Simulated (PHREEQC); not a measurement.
Consider water at 37 °C with 5.7 mmol/kgw CdCl2, 0.65 mmol/kgw NaCl and 9.8 mmol/kgw HCl. Closed to the air; pH follows from the charge balance.

Equilibrium calculation in PHREEQC: ion-association model, wateq4f.dat.

No solid was allowed to form.

**Question.** Estimate the pH, ionic strength.

**Answer.** pH 2.06; ionic strength 0.0214 mol/kgw.

**Question.** In which forms is Cd present?

**Answer.** CdCl+ 49 %, Cd+2 48 %, CdCl2 3.0 % of the Cd.

Complexes and solids missing from the database can't appear. Constants without temperature data keep their 25 °C values here.
